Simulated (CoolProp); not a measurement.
Saturation properties of dimethyl ether (Tc = 127.2 °C, pc = 53.37 bar, ω = 0.196).

Model: reference Helmholtz-energy equation of state, Wu 2011, in CoolProp.

| T (°C) | p (bar) | liquid density (kg/m³) | vapour density (kg/m³) | enthalpy of vaporisation (kJ/kg) | vapour viscosity (µPa s) |
|---|---|---|---|---|---|
| 43.45 | [?] | 630.2 | 20.37 | [?] | 9.92 |
| 47.25 | 10.69 | 623.3 | 22.43 | 364.3 | 10.0 |
| 51.15 | 11.76 | 616.2 | 24.73 | 357.3 | 10.2 |
| 55.05 | 12.91 | 608.8 | 27.23 | 350.1 | 10.3 |
| 58.95 | 14.13 | 601.2 | 29.94 | 342.6 | 10.5 |
| 62.75 | 15.41 | [?] | 32.82 | 335.0 | 10.6 |
| 66.65 | 16.80 | 585.6 | 36.03 | 326.9 | 10.8 |
| 70.55 | 18.29 | 577.3 | 39.53 | 318.4 | 11.0 |
| 74.45 | 19.87 | 568.7 | 43.36 | 309.5 | 11.2 |
| 78.25 | 21.51 | 560.0 | 47.45 | 300.4 | 11.4 |

Question: Fill in the missing entries.

Answer: 
- 43.45, p (bar): 9.721
- 43.45, enthalpy of vaporisation (kJ/kg): 370.9
- 62.75, liquid density (kg/m³): 593.7

It boils at -24.8 °C under 1 atm.

Viscosity comes from a separate model (Meng 2012).
